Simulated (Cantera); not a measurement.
Cantera run:

```python
import numpy as np
import cantera as ct

gas_names = """
    CL CL2 H HCL H2 Si SiCL SiCL2 SiCL3 SiCL4 SiH SiHCL3 SiH2 SiH2CL2 SiH3 SiH3CL SiH4 Si2 Si3
""".split()
cond_names = """
    Si(cr) Si(L)
""".split()


# ... load() reads the species with a 1 bar reference pressure and builds the phases ...
atoms = {
    'SiH4': {'Si': 1, 'H': 4},
    'HCl': {'H': 1, 'CL': 1},
    'H2': {'H': 2},
    'Cl2': {'CL': 2},
}
top_T = {}  # K; cautious upper limits of use, not melting points


# ... equilibrate(T, P, feed) seeds the gas with the atoms and calls Mixture.equilibrate('TP', solver="vcs", rtol=1e-11, max_steps=5000) ...
results = []
feed = {'SiH4': 1, 'HCl': 4.9, 'H2': 790, 'Cl2': 0.93}  # mol
T = 1600  # K
P = 7400  # Pa
mix = equilibrate(T, P, feed)
results.append((T, P, feed, dict(zip(mix.species_names, mix.species_moles))))
x = sorted(zip(gas.X, gas.species_names), reverse=True)
print(f"T = {T:g} K  P = {P:g} Pa  gas = {mix.phase_moles(0):.4g} mol")
print("   x: " + "  ".join(f"{s} {v:.3e}" for v, s in x if v > 0.001))
print("   condensed (mol): " + ("  ".join(f"{mix.phase(i).name} {mix.phase_moles(i):.4g}"
      for i in range(1, mix.n_phases) if mix.phase_moles(i) > 1e-12) or "none"))
```

It prints:

```
T = 1600 K  P = 7400 Pa  gas = 797.9 mol
   x: H2 9.915e-01  HCL 8.020e-03
   condensed (mol): Si(cr) 0.8141
```

Cantera equilibrium calculation (NASA polynomials, part measured and part estimated; ideal gas, pure solids and liquids).
